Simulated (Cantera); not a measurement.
Stirred combustor or abatement burner

A perfectly stirred reactor is fed with 4.78 % CH₄, 18.7 % O₂, 70.3 % N₂, 6.21 % CO₂, at 3750 Torr; it is adiabatic with a 625 K inlet, and is followed from long to short residence time, starting on the burning branch (τ in s: 0.24, 0.079, 0.026, 0.0085, 0.0028, 0.00091, 0.0003, 9.8e-05, 3.2e-05).

Cantera simulation using GRI-Mech 3.0 (53 species, 325 reactions); the numbers are that mechanism's predictions, not measurements.

```json
[
 {"τ (s)": "0.24", "T (K)": "1665", "x CH₄": "5.27e-6", "x O₂": "0.0918", "x CO₂": "0.110", "x CO": "7.63e-5", "x NO₂": "2.55e-8", "x C₂H₆": "4.79e-10"},
 {"τ (s)": "0.079", "T (K)": "1663", "x CH₄": "1.19e-5", "x O₂": "0.0918", "x CO₂": "0.110", "x CO": "0.000170", "x NO₂": "2.67e-8", "x C₂H₆": "2.06e-9"},
 {"τ (s)": "0.026", "T (K)": "1661", "x CH₄": "2.60e-5", "x O₂": "0.0919", "x CO₂": "0.109", "x CO": "0.000379", "x NO₂": "3.31e-8", "x C₂H₆": "7.62e-9"},
 {"τ (s)": "0.0085", "T (K)": "1656", "x CH₄": "5.69e-5", "x O₂": "0.0922", "x CO₂": "0.109", "x CO": "0.000852", "x NO₂": "3.89e-8", "x C₂H₆": "2.60e-8"},
 {"τ (s)": "0.0028", "T (K)": "1645", "x CH₄": "0.000128", "x O₂": "0.0928", "x CO₂": "0.108", "x CO": "0.00193", "x NO₂": "3.58e-8", "x C₂H₆": "8.78e-8"},
 {"τ (s)": "0.00091", "T (K)": "1618", "x CH₄": "0.000329", "x O₂": "0.0945", "x CO₂": "0.104", "x CO": "0.00474", "x NO₂": "2.31e-8", "x C₂H₆": "3.88e-7"},
 {"τ (s)": "0.00030", "T (K)": "625", "x CH₄": "0.0478", "x O₂": "0.187", "x CO₂": "0.0621", "x CO": "<1e-12", "x NO₂": "<1e-12", "x C₂H₆": "<1e-12"},
 {"τ (s)": "9.8e-5", "T (K)": "625", "x CH₄": "0.0478", "x O₂": "0.187", "x CO₂": "0.0621", "x CO": "<1e-12", "x NO₂": "<1e-12", "x C₂H₆": "<1e-12"},
 {"τ (s)": "3.2e-5", "T (K)": "625", "x CH₄": "0.0478", "x O₂": "0.187", "x CO₂": "0.0621", "x CO": "<1e-12", "x NO₂": "<1e-12", "x C₂H₆": "<1e-12"}
]
```
x: mole fraction; the columns are a selection and need not sum to one.
